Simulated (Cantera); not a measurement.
Input: 1 mol CO₂, 0.054 mol O₂, 0.16 mol H₂O, at 2025 K and 54.0 bar.

Method: chemical equilibrium by Gibbs-energy minimisation in Cantera with the NASA 1993 tables (ideal gas, pure condensed phases). Candidate condensed phases: C, C₆H₆, C₇H₈, C₈H₁₈, H₂O; 110 gas species. The ideal-gas law is rough above about 30 bar. Equilibrium is a limit: real reactors are often held back by kinetics, nucleation or transport.

Base state: CO₂ 0.822, H₂O 0.131, O₂ 0.0447, CO 0.000860, OH 0.000663, H₂ 2.94e-5, O 2.33e-5 (mole fractions); condensed: gas only.

Q: What changes in the equilibrium state with this change: 0.36 mol CH₄ added?

A: 
| species | before | after |
|---|---|---|
| CO | 0.000860 | 0.447 |
| H₂O | 0.131 | 0.246 |
| CO₂ | 0.822 | 0.160 |
| H₂ | 2.94e-5 | 0.147 |
| O₂ | 0.0447 | 6.23e-9 |
| O | 2.33e-5 | 8.69e-9 |
| H | 1.42e-6 | 0.000100 |
